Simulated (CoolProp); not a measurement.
The numbers come from the reference Helmholtz-energy equation of state, Penoncello 2003 in CoolProp.

Problem. For CHF3 (R23), give the phase and the conductivity (mW/(m K)), Prandtl number at 96.95 °C and 0.243 MPa; -120.25 °C and 0.0768 MPa; 31.05 °C and 0.0166 MPa.

Solution. 
- 96.95 °C and 0.243 MPa: gas; conductivity 17.6, Prandtl number 0.866
- -120.25 °C and 0.0768 MPa: liquid; conductivity 181, Prandtl number 4.33
- 31.05 °C and 0.0166 MPa: gas; conductivity 13.8, Prandtl number 0.813

Viscosity comes from a separate model (Shan 2000). Thermal conductivity comes from a separate model (Shan 2000).
